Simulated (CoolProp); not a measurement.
Properties of nitrogen along the isobar 0.101 MPa (Tc = 126.2 K, pc = 3.396 MPa, ω = 0.037).

Values from CoolProp's reference Helmholtz-energy equation of state, Span 2000.

```csv
T (K),phase,cp (kJ/(kg K)),isothermal compressibility (1/MPa),expansivity (1/kK),Prandtl number,fugacity coefficient
88.4,gas,1.089,10.20,12.31,0.816,0.9722
101.5,gas,1.070,10.10,10.42,0.793,0.9814
114.6,gas,1.060,10.04,9.074,0.778,0.9869
127.7,gas,1.054,9.997,8.059,0.767,0.9905
140.8,gas,1.050,9.972,7.260,0.759,0.9929
154,gas,1.048,9.954,6.606,0.753,0.9947
167.1,gas,1.046,9.942,6.067,0.747,0.9959
180.2,gas,1.045,9.933,5.611,0.743,0.9968
193.3,gas,1.044,9.925,5.221,0.739,0.9975
206.4,gas,1.043,9.920,4.882,0.735,0.9981
219.5,gas,1.043,9.916,4.585,0.732,0.9985
232.6,gas,1.042,9.912,4.322,0.729,0.9989
245.8,gas,1.042,9.910,4.087,0.726,0.9991
258.9,gas,1.042,9.907,3.878,0.724,0.9993
```

Viscosity comes from a separate model (Lemmon 2004). Thermal conductivity comes from a separate model (Lemmon 2004).
